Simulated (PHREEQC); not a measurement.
Solution (20 °C): 0.114 mol CaCl2 and 7.4e-05 mol H4SiO4 per kg of water. Closed to the air; pH follows from the charge balance.

All values are PHREEQC results (Pitzer model, pitzer.dat), not measurements.

- pH: 6.80
- ionic strength: 0.342 mol/kgw
- specific conductance: 18300 µS/cm
- density: 1.009 g/cm³
- osmotic coefficient: 0.856

```json
[
 {"species": "Cl-", "molality": "0.228", "activity": "0.154", "log γ": "-0.170"},
 {"species": "Ca+2", "molality": "0.114", "activity": "0.0328", "log γ": "-0.540"},
 {"species": "H4SiO4", "molality": "7.39e-5", "activity": "7.80e-5", "log γ": "0.024"},
 {"species": "H+", "molality": "2.05e-7", "activity": "1.59e-7", "log γ": "-0.109"},
 {"species": "H3SiO4-", "molality": "1.13e-7", "activity": "6.03e-8", "log γ": "-0.272"},
 {"species": "OH-", "molality": "9.20e-8", "activity": "4.27e-8", "log γ": "-0.333"}
]
```

Precipitation was switched off in this run. Species that the database lacks are ignored.
